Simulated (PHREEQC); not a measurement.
Na2HPO4 is added in steps, without added water, to 1 kg of water holding 4.5 mmol/kgw CaSO4, 0.17 mmol/kgw NaHCO3 and 1 mmol/kgw H4SiO4, at 25 °C. Oxygen alone is held at its pressure in air (log pO2 = -0.68). CO2 from the air is kept out. The run lets Calcite, Gypsum, Portlandite, Hydroxyapatite, Quartz, Mirabilite, Nahcolite, Natron precipitate or redissolve, and no other solid.

Base run: PHREEQC, ion-association model, wateq4f.dat. Each further column changes one thing. The table gives Ca in solution (mol/kgw).

```json
[
 {"Na2HPO4 added (mol)": "0", "base": "0.00450", "database phreeqc.dat": "0.00450", "Davies equation for every ion": "0.00450", "all activity coefficients set to 1": "0.00450", "Debye-Hückel limiting law": "0.00450"},
 {"Na2HPO4 added (mol)": "0.000975", "base": "0.00377", "database phreeqc.dat": "0.00377", "Davies equation for every ion": "0.00377", "all activity coefficients set to 1": "___", "Debye-Hückel limiting law": "0.00378"},
 {"Na2HPO4 added (mol)": "0.00195", "base": "0.00310", "database phreeqc.dat": "0.00310", "Davies equation for every ion": "0.00310", "all activity coefficients set to 1": "0.00307", "Debye-Hückel limiting law": "0.00311"},
 {"Na2HPO4 added (mol)": "0.002925", "base": "0.00244", "database phreeqc.dat": "0.00244", "Davies equation for every ion": "0.00244", "all activity coefficients set to 1": "0.00240", "Debye-Hückel limiting law": "0.00245"},
 {"Na2HPO4 added (mol)": "0.0039", "base": "0.00179", "database phreeqc.dat": "0.00179", "Davies equation for every ion": "0.00180", "all activity coefficients set to 1": "0.00174", "Debye-Hückel limiting law": "0.00181"},
 {"Na2HPO4 added (mol)": "0.004875", "base": "0.00118", "database phreeqc.dat": "0.00117", "Davies equation for every ion": "0.00118", "all activity coefficients set to 1": "0.00110", "Debye-Hückel limiting law": "0.00120"},
 {"Na2HPO4 added (mol)": "0.00585", "base": "0.000645", "database phreeqc.dat": "0.000641", "Davies equation for every ion": "0.000650", "all activity coefficients set to 1": "___", "Debye-Hückel limiting law": "0.000683"},
 {"Na2HPO4 added (mol)": "0.00715", "base": "0.000237", "database phreeqc.dat": "0.000234", "Davies equation for every ion": "0.000241", "all activity coefficients set to 1": "0.000142", "Debye-Hückel limiting law": "0.000274"},
 {"Na2HPO4 added (mol)": "0.008125", "base": "0.000134", "database phreeqc.dat": "0.000132", "Davies equation for every ion": "0.000137", "all activity coefficients set to 1": "7.50e-5", "Debye-Hückel limiting law": "0.000162"},
 {"Na2HPO4 added (mol)": "0.0091", "base": "9.17e-5", "database phreeqc.dat": "9.04e-5", "Davies equation for every ion": "9.40e-5", "all activity coefficients set to 1": "___", "Debye-Hückel limiting law": "___"},
 {"Na2HPO4 added (mol)": "0.01008", "base": "7.03e-5", "database phreeqc.dat": "6.94e-5", "Davies equation for every ion": "7.21e-5", "all activity coefficients set to 1": "___", "Debye-Hückel limiting law": "8.81e-5"},
 {"Na2HPO4 added (mol)": "0.01105", "base": "5.77e-5", "database phreeqc.dat": "5.71e-5", "Davies equation for every ion": "5.92e-5", "all activity coefficients set to 1": "3.32e-5", "Debye-Hückel limiting law": "7.33e-5"},
 {"Na2HPO4 added (mol)": "0.01202", "base": "4.95e-5", "database phreeqc.dat": "4.90e-5", "Davies equation for every ion": "5.08e-5", "all activity coefficients set to 1": "2.89e-5", "Debye-Hückel limiting law": "6.37e-5"},
 {"Na2HPO4 added (mol)": "0.013", "base": "4.38e-5", "database phreeqc.dat": "4.34e-5", "Davies equation for every ion": "4.49e-5", "all activity coefficients set to 1": "2.60e-5", "Debye-Hückel limiting law": "5.70e-5"}
]
```

Problem. Fill in the missing entries.

Solution. 
- 0.000975, all activity coefficients set to 1: 0.00375
- 0.00585, all activity coefficients set to 1: 0.000530
- 0.0091, all activity coefficients set to 1: 5.13e-5
- 0.0091, Debye-Hückel limiting law: 0.000113
- 0.01008, all activity coefficients set to 1: 3.98e-5

H3PO4, which wateq4f.dat lacks, is added to it with the constant of phreeqc.dat.  phreeqc.dat and wateq4f.dat share most of their constants, so their agreement is no independent check. Solids allowed in the column 'database phreeqc.dat': Calcite, Gypsum, Hydroxyapatite, SiO2(a).
